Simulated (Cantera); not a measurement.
A closed system holds: 1 mol Ti(OiPr)4, 2.9 mol CH4, a varied amount of H2, equilibrated at 75.0 Torr.

These are equilibrium values from Cantera (NASA tables, ideal gas, pure condensed phases), not measurements of a reactor. Candidate condensed phases: C, C6H6, C7H8, C8H18, H2O, Ti, TiC, TiO, TiO2, Ti2O3, Ti3O5, Ti4O7; 113 gas species. The feed counts by its element totals alone. Mutual solubility and eutectic melting of coexisting phases are not modelled. TiC: taken at fixed stoichiometry. Condensed phases not in the tables: Magnéli phases beyond Ti4O7. Kinetics and transport are ignored.

Stable condensed phases, one row left out:

```
T in °C \ n(H2) in mol
         3.8 5.3 7.3  10  14  19  27  37  52
   1925    A   A   A   A   A   A   A   A   A
   1825    A   A   A   A   A   A   A   A   A
   1725    A   A   A   A   A   A   A   A   A
   1625    A   A   A   A   A   A   A   A   A
   1525    A   A   A   A   A   A   A   A   A
   1425    A   A   A   A   A   A   A   A   A
   1325    A   A   A   A   A   A   A   A   A
   1225    A   A   A   A   A   A   A   A   A
   1025    B   B   B   B   B   A   A   A   A
    925    C   C   C   C   D   E   E   E   E
```

A: C + TiC; B: C + TiC + Ti3O5; C: C + Ti4O7; D: C + Ti3O5 + Ti4O7; E: C + Ti3O5.

Give the row for 1125 °C.

3.8: C + TiC; 5.3: C + TiC; 7.3: C + TiC; 10: C + TiC; 14: C + TiC; 19: C + TiC; 27: C + TiC; 37: C + TiC; 52: C + TiC.
